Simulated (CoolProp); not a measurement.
Vapour-liquid equilibrium of n-hexane (1) + m-xylene (2) at 15.25 °C; x and y are mole fractions of (1).

Model: multi-fluid Helmholtz-energy mixture model, Thol 2019 and Zhou 2012; pair parameters Bell 2016, in CoolProp.

```json
[
 {"x": "0.05", "bubble pressure (kPa)": "1.307", "y at the bubble point": "0.549", "dew pressure at overall composition x (kPa)": "0.6524", "liquid density (mol/L)": "8.160"},
 {"x": "0.15", "bubble pressure (kPa)": "2.896", "y at the bubble point": "0.819", "dew pressure at overall composition x (kPa)": "[?]", "liquid density (mol/L)": "8.120"},
 {"x": "0.25", "bubble pressure (kPa)": "4.593", "y at the bubble point": "0.900", "dew pressure at overall composition x (kPa)": "0.8160", "liquid density (mol/L)": "[?]"},
 {"x": "0.35", "bubble pressure (kPa)": "[?]", "y at the bubble point": "0.936", "dew pressure at overall composition x (kPa)": "[?]", "liquid density (mol/L)": "8.031"},
 {"x": "0.45", "bubble pressure (kPa)": "7.614", "y at the bubble point": "0.955", "dew pressure at overall composition x (kPa)": "1.090", "liquid density (mol/L)": "7.982"},
 {"x": "0.55", "bubble pressure (kPa)": "8.790", "y at the bubble point": "0.966", "dew pressure at overall composition x (kPa)": "1.310", "liquid density (mol/L)": "7.931"},
 {"x": "0.65", "bubble pressure (kPa)": "9.768", "y at the bubble point": "[?]", "dew pressure at overall composition x (kPa)": "1.643", "liquid density (mol/L)": "7.879"},
 {"x": "0.75", "bubble pressure (kPa)": "[?]", "y at the bubble point": "0.981", "dew pressure at overall composition x (kPa)": "2.205", "liquid density (mol/L)": "7.826"},
 {"x": "0.85", "bubble pressure (kPa)": "11.48", "y at the bubble point": "0.987", "dew pressure at overall composition x (kPa)": "3.366", "liquid density (mol/L)": "7.774"},
 {"x": "0.95", "bubble pressure (kPa)": "12.43", "y at the bubble point": "[?]", "dew pressure at overall composition x (kPa)": "[?]", "liquid density (mol/L)": "7.724"}
]
```

**Question.** Fill in the missing entries.

**Answer.** 
- 0.15, dew pressure at overall composition x (kPa): 0.7251
- 0.25, liquid density (mol/L): 8.077
- 0.35, bubble pressure (kPa): 6.204
- 0.35, dew pressure at overall composition x (kPa): 0.9332
- 0.65, y at the bubble point: 0.974
- 0.75, bubble pressure (kPa): 10.63
- 0.95, y at the bubble point: 0.995
- 0.95, dew pressure at overall composition x (kPa): 7.200

No azeotrope shows between x = 0.05 and 0.95.

Pair parameters are fitted to limited data, so mixtures are less certain than the pure fluids.
